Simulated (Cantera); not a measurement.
**Thermodynamics of halide evaporation, hydrolysis and transport, feed MgCl2 + O2 + H2**

Feed: 1 mol MgCl2, 0.074 mol O2, 0.36 mol H2, held at 677 °C.

These are equilibrium values from Cantera (NASA tables, ideal gas, pure condensed phases), not measurements of a reactor. Candidate condensed phases: H2O, Mg, MgCl2, MgO, Mg(OH)2; 22 gas species. Equilibrium is a limit: real reactors are often held back by kinetics, nucleation or transport.

| P (Pa) | x MgCl2 | x HCl | x H2 | x H2O | x Cl | x H | n MgO(s) | n MgCl2(s) |
|---|---|---|---|---|---|---|---|---|
| 0.100 | 0.626 | 0.218 | 0.156 | 5.62e-7 | 2.92e-7 | 2.20e-7 | 0.148 | 0 |
| 0.560 | 0.626 | 0.218 | 0.156 | 5.62e-7 | 1.23e-7 | 9.28e-8 | 0.148 | 0 |
| 3.20 | 0.626 | 0.218 | 0.156 | 5.62e-7 | 5.16e-8 | 3.88e-8 | 0.148 | 0 |
| 18 | 0.254 | 0.435 | 0.311 | 5.53e-6 | 3.08e-8 | 2.31e-8 | 0.148 | 0.679 |
| 100 | 0.0457 | 0.556 | 0.398 | 5.03e-5 | 1.48e-8 | 1.11e-8 | 0.148 | 0.828 |
| 560 | 0.00816 | 0.577 | 0.414 | 0.000304 | 6.35e-9 | 4.78e-9 | 0.148 | 0.848 |
| 3200 | 0.00143 | 0.579 | 0.417 | 0.00175 | 2.65e-9 | 2.01e-9 | 0.147 | 0.852 |
| 18000 | 0.000254 | 0.569 | 0.421 | 0.00948 | 1.09e-9 | 8.51e-10 | 0.143 | 0.857 |
| 100000 | 4.57e-5 | 0.520 | 0.436 | 0.0440 | 4.17e-10 | 3.67e-10 | 0.127 | 0.873 |
x: gas mole fraction; n: condensed amount in mol.

From 0.000750 Torr to 0.0240 Torr the condensed part is MgO(s). From 0.135 Torr to 750 Torr the condensed part is MgCl2(s) + MgO(s). The main Mg-bearing gas is MgCl2 throughout.
